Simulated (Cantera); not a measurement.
Ignition delay

Mixture: CO : H2 : O2 : N2 = 1 : 0.11 : 0.37 : 1.39 (molar parts), equivalence ratio 1.5, at 5.00 bar, adiabatic and at constant volume. Ignition delay is the time to a rise of 400 K.

Model: GRI-Mech 3.0 (53 species, 325 reactions), integrated in Cantera. The hydrogen kinetics of GRI-Mech 3.0 are dated; newer H2 mechanisms differ, most at raised pressure. Where the delays flatten at high temperature, the 400 K rule measures the pace of heat release, not the induction time.

```
T0 (K)  delay (ms)
------  ----------
1225        0.0235
1275        0.0163
1325        0.0123
1375       0.00990
1425       0.00827
1475       0.00713
1525       0.00629
1575       0.00567
1625       0.00519
1675       0.00483
```
